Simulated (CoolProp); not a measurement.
Properties of CH3F (R41) along the isobar 0.0639 MPa.

Values from CoolProp's reference Helmholtz-energy equation of state, Lemmon 2006. It is a short technical equation, of lower accuracy than the large ones.

```tsv
T (°C)	phase	Z	speed of sound (m/s)	Joule-Thomson coefficient (K/MPa)	isothermal compressibility (1/MPa)
-33.65	gas	0.9887	275.2	36.37	15.83
-15.15	gas	0.9914	[?]	[?]	15.79
3.45	gas	0.9932	294.8	22.66	15.76
21.95	gas	0.9946	303.6	18.62	15.74
40.55	gas	0.9956	312.0	15.57	15.72
59.05	gas	0.9963	319.9	13.22	15.71
77.65	gas	0.9969	327.6	11.35	15.70
96.15	gas	0.9974	334.9	9.854	15.69
114.75	gas	0.9978	342.0	8.616	15.68
133.25	gas	0.9981	[?]	7.593	15.68
151.85	gas	0.9984	355.7	6.728	15.67
```

**Question.** Some entries are withheld; supply them.

**Answer.** 
- -15.15, speed of sound (m/s): 285.3
- -15.15, Joule-Thomson coefficient (K/MPa): 28.28
- 133.25, speed of sound (m/s): 348.9
